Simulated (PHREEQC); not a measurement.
Copper plating or etch bath: speciation

Solution (25 °C): 0.0019 mol/kgw Cu(BF4)2, 0.0017 mol/kgw HCl and 0.12 mol/kgw Na2SO4. Closed to the air; pH follows from the charge balance.

Model: ion-association model, wateq4f.dat, run in PHREEQC.

Each row changes one thing in this solution. Precipitation was switched off in this run.

| case | pH | ionic strength (mol/kgw) | Na+ (mol/kgw) | SO4-2 (mol/kgw) | NaSO4- (mol/kgw) | F- (mol/kgw) | SI of Mirabilite (Na2SO4:10H2O) |
|---|---|---|---|---|---|---|---|
| as made | 3.09 | 0.310 | 0.215 | 0.0918 | 0.0246 | 0.00276 | -2.17 |
| 0.036 mol/kgw H2SO4 added | 1.75 | 0.326 | 0.218 | 0.0828 | 0.0221 | 0.000274 | -2.22 |
| Cu(BF4)2 from 0.0019 to 0.0038 mol/kgw | 3.05 | 0.312 | 0.215 | 0.0908 | 0.0244 | 0.00315 | -2.18 |
| Cu(BF4)2 replaced by NH4HF2 at the same molality | 3.28 | 0.310 | 0.215 | 0.0929 | 0.0249 | 0.00243 | -2.17 |
| temperature from 25 to 65 °C | 3.33 | 0.305 | 0.213 | 0.0886 | 0.0268 | 0.00380 | -3.90 |
| HCl left out | 3.25 | 0.311 | 0.215 | 0.0924 | 0.0248 | 0.00346 | -2.17 |
| diluted 10-fold with water | 3.37 | 0.0352 | 0.0233 | 0.0110 | 0.000651 | 0.000962 | -4.55 |
| diluted 2-fold with water | 3.15 | 0.163 | 0.111 | 0.0494 | 0.00864 | 0.00229 | -2.86 |
| 0.0064 mol/kgw Na2HPO4 added | 3.78 | 0.322 | 0.227 | 0.0926 | 0.0258 | 0.00685 | -2.13 |

Complexes and solids missing from the database can't appear. H3PO4, which wateq4f.dat lacks, is added to it with the constant of phreeqc.dat. Constants without temperature data keep their 25 °C values here. Real BF4- forms and hydrolyses slowly; the run takes it at equilibrium. The database has no phosphate complexes of Cu.
